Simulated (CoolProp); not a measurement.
R11 at 293.15 K and 0.0481 MPa flows at 9.9 m/s in a round tube of 2 mm bore and 45 µm roughness, fully developed (64/Re and Nu = 3.66 if laminar; Colebrook and Gnielinski if turbulent). Each further row changes one setting.

Computed with CoolProp (reference Helmholtz-energy equation of state, Jacobsen 1992).

```csv
case,Reynolds number,Darcy friction factor,pressure drop (Pa/m),heat-transfer coefficient (W/(m² K)),mass flow (kg/h)
as stated,5450,0.0569,3850,118,0.309
velocity 19.8 m/s,10900,0.0541,14600,248,?
diameter 4 mm,10900,?,1490,?,1.24
```

Q: Some entries are withheld; supply them.

A: 
- velocity 19.8 m/s, mass flow (kg/h): 0.618
- diameter 4 mm, Darcy friction factor: 0.0440
- diameter 4 mm, heat-transfer coefficient (W/(m² K)): 98.6

Viscosity comes from a separate model (Klein 1997), an estimate that may be off by 10 % or more. Thermal conductivity comes from a separate model (McLinden 2000), an estimate that may be off by 10 % or more.
